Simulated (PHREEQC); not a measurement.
**Hard or scaling water**

Solution (25 °C): 0.052 mmol/kgw Ca(HCO3)2, 18 mmol/kgw NaF and 4.95 mmol/kgw NaCl. Closed to the air; pH follows from the charge balance.

All values are PHREEQC results (ion-association model, phreeqc.dat), not measurements.

Precipitation was switched off in this run.

### Question
Predict the pH, specific conductance.

### Answer
pH 8.01; specific conductance 2260 µS/cm.

### Question
In which forms is C present?

### Answer
HCO3- 96 %, CO2 1.8 %, NaHCO3 0.9 %, CO3-2 0.7 % of the C.

Saturation is exceeded, for instance for Fluorite; the values hold only as long as no solid forms.
